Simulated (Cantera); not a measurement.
## Catalytic combustion on Pt

An isothermal plug-flow reactor at 825 K and 1280 Torr (inlet), inlet velocity 0.36 m/s, active area per volume 870 1/m; feed 0.767 % CH4, 6.02 % O2, 93.2 % N2, equivalence ratio 0.25.

Detailed kinetics in Cantera: Deutschmann's 1995 Pt surface mechanism with GRI-Mech 3.0 gas chemistry. Catalytic surfaces can have several steady states; this one follows from the mechanism file's or the stated starting coverage. Mass transfer to the wall is taken as infinitely fast.

```tsv
z (m)	x CH4	x O2	x H2O	x CO2	x CO	θ free Pt	θ O*	θ OH*
0.00061	0.00764	0.0601	5.94e-5	2.88e-5	8.78e-7	0.0497	0.950	0.000222
0.001	0.00762	0.0601	9.73e-5	4.76e-5	1.08e-6	0.0497	0.950	0.000276
0.0017	0.00759	0.0600	0.000165	8.13e-5	1.21e-6	0.0497	0.950	0.000352
0.0029	0.00753	0.0599	0.000281	0.000139	1.25e-6	0.0497	0.950	0.000453
0.0048	0.00744	0.0597	0.000462	0.000230	1.24e-6	0.0498	0.950	0.000578
0.0079	0.00729	0.0594	0.000754	0.000376	1.21e-6	0.0498	0.949	0.000735
0.013	0.00706	0.0590	0.00122	0.000610	1.18e-6	0.0499	0.949	0.000935
0.022	0.00666	0.0582	0.00202	0.00101	1.11e-6	0.0501	0.949	0.00120
0.037	0.00604	0.0569	0.00326	0.00163	1.01e-6	0.0504	0.948	0.00153
0.061	0.00515	0.0551	0.00504	0.00252	8.64e-7	0.0509	0.947	0.00191
```
x: gas mole fraction; θ: surface coverage.
